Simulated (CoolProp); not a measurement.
Vapour-liquid equilibrium of R125 (1) + R236EA (2) at 513 kPa; x and y are mole fractions of (1).

Computed with CoolProp (multi-fluid Helmholtz-energy mixture model, Lemmon 2005 and Rui 2013; pair parameters Bell 2016).

```csv
x,"bubble temperature, mixture model (K)","bubble temperature, Raoult's law (K)","y, mixture model","y, Raoult's law"
0.05,320.9,320.0,0.188,0.230
0.15,309.7,308.3,0.461,0.521
0.25,300.6,299.1,0.635,0.689
0.35,293.1,291.8,0.748,0.792
0.45,286.9,285.8,0.825,0.860
0.55,281.6,280.7,0.880,0.906
0.65,277.1,276.4,0.919,0.939
0.75,273.2,272.6,0.949,0.963
0.85,269.6,269.3,0.973,0.981
0.95,266.5,266.3,0.992,0.994
```

The largest gap from Raoult's law is +1.5 K in bubble temperature, at x = 0.25. No azeotrope shows between x = 0.05 and 0.95.

The pair parameters rest on a limited set of measurements; away from them the model extrapolates.
